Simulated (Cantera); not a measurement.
Thermodynamics of abatement and gas-phase synthesis, feed CO2 + H2O + O2

Charge: 1 mol CO2, 0.063 mol H2O, 0.59 mol O2, at 0.133 bar.

Method: chemical equilibrium by Gibbs-energy minimisation in Cantera with the NASA 1993 tables (ideal gas, pure condensed phases). Candidate condensed phases: C, C6H6, C7H8, C8H18, H2O; 110 gas species. Kinetics and transport are ignored.

```json
[
 {"T (K)": "798", "x CO2": "0.605", "x O2": "0.357", "x CO": "<1e-12", "x H2O": "0.0381", "x O": "<1e-12", "x OH": "9.57e-10"},
 {"T (K)": "998", "x CO2": "0.605", "x O2": "0.357", "x CO": "1.58e-10", "x H2O": "0.0381", "x O": "2.42e-10", "x OH": "1.29e-7"},
 {"T (K)": "1198", "x CO2": "0.605", "x O2": "0.357", "x CO": "4.62e-8", "x H2O": "0.0381", "x O": "3.93e-8", "x OH": "3.40e-6"},
 {"T (K)": "1398", "x CO2": "0.605", "x O2": "0.357", "x CO": "2.63e-6", "x H2O": "0.0381", "x O": "1.50e-6", "x OH": "3.52e-5"},
 {"T (K)": "1598", "x CO2": "0.605", "x O2": "0.357", "x CO": "5.38e-5", "x H2O": "0.0380", "x O": "2.32e-5", "x OH": "0.000203"},
 {"T (K)": "1798", "x CO2": "0.604", "x O2": "0.357", "x CO": "0.000558", "x H2O": "0.0377", "x O": "0.000195", "x OH": "0.000790"},
 {"T (K)": "1998", "x CO2": "0.600", "x O2": "0.357", "x CO": "0.00358", "x H2O": "0.0368", "x O": "0.00108", "x OH": "0.00232"},
 {"T (K)": "2198", "x CO2": "0.582", "x O2": "0.357", "x CO": "0.0158", "x H2O": "0.0346", "x O": "0.00437", "x OH": "0.00550"},
 {"T (K)": "2398", "x CO2": "0.532", "x O2": "0.360", "x CO": "0.0509", "x H2O": "0.0303", "x O": "0.0141", "x OH": "0.0108"}
]
```
x: gas mole fraction; nothing condenses.

From 798 K to 2398 K nothing is condensed. The main C-bearing gas is CO2 throughout.
